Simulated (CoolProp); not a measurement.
Vapour-liquid equilibrium of dimethyl ether (1) + isobutane (2) at 194.4 K; x and y are mole fractions of (1).

Computed with CoolProp (multi-fluid Helmholtz-energy mixture model, Wu 2011 and Bücker 2006; pair parameters Bell 2016).

```tsv
x	bubble pressure (kPa)	y at the bubble point	dew pressure at overall composition x (kPa)	liquid density (mol/L)
0.05	2.895	[?]	2.604	11.62
0.2	[?]	0.441	2.956	12.27
0.35	[?]	0.565	3.396	13.01
0.5	4.445	0.646	3.931	13.83
0.65	4.597	0.715	4.457	14.77
0.8	4.652	0.798	4.652	15.83
0.95	[?]	0.931	4.517	17.04
```

Problem. What belongs in the gaps?

Solution. 
- 0.05, y at the bubble point: 0.176
- 0.2, bubble pressure (kPa): 3.712
- 0.35, bubble pressure (kPa): 4.177
- 0.95, bubble pressure (kPa): 4.544

y crosses x between x = 0.65 and 0.8: the model has an azeotrope there.

Pair parameters are fitted to limited data, so mixtures are less certain than the pure fluids.
